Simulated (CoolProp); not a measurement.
A simple Rankine cycle with water: condensing at 292.15 K, boiler at 4.64 MPa, turbine inlet 682.5 K, turbine efficiency 0.9, pump efficiency 0.6, no recuperator. Each further row changes one setting.

Computed with CoolProp (reference Helmholtz-energy equation of state, Wagner 2002).

| case | thermal efficiency (%) | net work (kJ/kg) | heat in (kJ/kg) | turbine exit temperature (K) | volume ratio over the turbine |
|---|---|---|---|---|---|
| as stated | 36.0 | 1130 | 3140 | 292.1 | ___ |
| turbine inlet 702.5 K | 36.2 | ___ | 3190 | 292.1 | ___ |
| condensing temperature 284.15 K | 37.1 | 1180 | 3170 | 284.1 | 1260 |
| boiler pressure 3.25 MPa | 34.9 | 1100 | 3160 | 292.1 | ___ |
| turbine efficiency 0.8 | 32.0 | ___ | 3140 | 292.1 | 835 |

Problem. Complete the blanks.

Solution. 
- as stated, volume ratio over the turbine: 785
- turbine inlet 702.5 K, net work (kJ/kg): 1150
- turbine inlet 702.5 K, volume ratio over the turbine: 766
- boiler pressure 3.25 MPa, volume ratio over the turbine: 553
- turbine efficiency 0.8, net work (kJ/kg): 1000

The expansion ends wet for: as stated; turbine inlet 702.5 K; condensing temperature 284.15 K; boiler pressure 3.25 MPa; turbine efficiency 0.8.
